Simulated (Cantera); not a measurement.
Input: 1 mol SiH4, 3.6 mol N2O, 8.1 mol N2, at 1330 Pa.

Equilibrium computed with Cantera from the NASA thermochemical tables; the gas is ideal and each condensed phase is pure. Candidate condensed phases: H2O, Si, SiO2, Si2N2O, Si3N4; 35 gas species. The tables hold silica as quartz up to 1696 K and as liquid above; real silica turns to tridymite and cristobalite and melts near 1996 K. Kinetics and transport are ignored.

x: gas mole fraction; n: condensed amount in mol.

```csv
T (K),x N2,x H2O,x H2,x H,x OH,x NH3,n SiO2(α-quartz),n SiO2(β-quartz),n SiO2(condensed)
525,0.854,0.117,0.0292,<1e-12,<1e-12,1.10e-5,1.00,0,0
675,0.854,0.117,0.0292,<1e-12,<1e-12,8.04e-7,1.00,0,0
825,0.854,0.117,0.0292,1.17e-11,<1e-12,1.44e-7,1.00,0,0
975,0.854,0.117,0.0292,1.69e-9,1.23e-11,4.24e-8,0,1.00,0
1125,0.854,0.117,0.0292,…,…,…,0,1.00,0
1275,0.854,0.117,0.0292,…,…,…,0,1.00,0
1425,0.854,0.117,0.0292,1.01e-5,8.83e-7,4.83e-9,0,1.00,0
1575,0.854,0.117,0.0292,6.15e-5,8.94e-6,3.07e-9,0,1.000,0
1725,0.854,0.117,0.0291,0.000274,6.06e-5,2.10e-9,0,0,1.000
```

**Question.** Some entries are withheld; supply them.

**Answer.** 
- 1275, x H: 1.09e-6
- 1275, x OH: 5.08e-8
- 1275, x NH3: 8.44e-9
- 1125, x H: 6.58e-8
- 1125, x OH: 1.37e-9
- 1125, x NH3: 1.71e-8
